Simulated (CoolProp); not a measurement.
A closed Brayton cycle with carbon dioxide: compressor inlet 317.15 K and 7.6 MPa, high pressure 20.9 MPa, turbine inlet 915 K, compressor efficiency 0.89, turbine efficiency 0.9, recuperator effectiveness 0.8 (on enthalpy, no pinch check). Each further row changes one setting.

Values from CoolProp's reference Helmholtz-energy equation of state, Span 1996.

| case | thermal efficiency (%) | net work (kJ/kg) | compressor to turbine work | compressor exit (K) | turbine exit (K) |
|---|---|---|---|---|---|
| as stated | 31.9 | 101 | 0.32 | 399.0 | 786.7 |
| turbine inlet 865 K | 31.0 | 92.1 | 0.34 | 399.0 | 741.2 |
| compressor inlet 327.15 K | 31.2 | 94.3 | 0.36 | 415.4 | 786.7 |
| high pressure 17.8 MPa | 29.8 | 87.8 | 0.30 | 385.7 | 806.4 |
| recuperator effectiveness 0.5 | 22.4 | 101 | 0.32 | 399.0 | 786.7 |
